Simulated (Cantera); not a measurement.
Feed: 1 mol Pb, 6.4 mol CO, 27 mol H2, at 1 atm.

Method: chemical equilibrium by Gibbs-energy minimisation in Cantera with the NASA 1993 tables (ideal gas, pure condensed phases). Candidate condensed phases: C, C6H6, C7H8, C8H18, H2O, Pb, PbO, PbO2, Pb3O4; 113 gas species. Rates play no part.

Q: At 975 °C, list the 6 most abundant gas species with their mole fractions, and the condensed phases.

A: H2 0.802, CO 0.188, CH4 0.00443, H2O 0.00385, Pb 0.00128, CO2 0.000580. Condensed: Pb(l).
